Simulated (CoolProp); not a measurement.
Computed with CoolProp (reference Helmholtz-energy equation of state, Lemmon 2006). It is a short technical equation, of lower accuracy than the large ones.

Question: Give the vapour pressure (kPa), liquid density (kg/m³), vapour density (kg/m³), enthalpy of vaporisation (kJ/kg) of saturated nitrous oxide at 270.5 K.

Answer: 
| T (K) | p (kPa) | liquid density (kg/m³) | vapour density (kg/m³) | enthalpy of vaporisation (kJ/kg) |
|---|---|---|---|---|
| 270.5 | 2920 | 920 | 78.7 | 239 |
